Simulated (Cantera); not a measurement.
Feed: 1 mol Si, 1.7 mol CO₂, 0.75 mol CO, held at 29.0 mbar.

Cantera equilibrium calculation (NASA polynomials, part measured and part estimated; ideal gas, pure solids and liquids). Candidate condensed phases: C, Si, SiC, SiO₂; 20 gas species. The tables hold silica as quartz up to 1696 K and as liquid above; real silica turns to tridymite and cristobalite and melts near 1996 K. Equilibrium is a limit: real reactors are often held back by kinetics, nucleation or transport.

x: gas mole fraction; n: condensed amount in mol.

```tsv
T (K)	x CO	x CO₂	x SiO	n C(graphite)	n SiO₂(α-quartz)	n SiO₂(β-quartz)
775	0.321	0.679	<1e-12	1.17	1.00	0
875	0.800	0.200	<1e-12	0.658	0	1.00
975	0.974	0.0264	<1e-12	0.355	0	1.00
1075	0.996	0.00391	<1e-12	0.308	0	1.00
1175	0.999	0.000784	3.32e-10	0.302	0	1.00
1275	1.000	___	___	0.300	0	1.00
1375	1.000	___	___	0.300	0	1.000
1475	1.000	2.41e-5	0.000474	0.299	0	0.999
```

What belongs in the gaps?


- 1275, x CO₂: 0.000203
- 1275, x SiO: 7.98e-8
- 1375, x CO₂: 6.45e-5
- 1375, x SiO: 8.49e-6
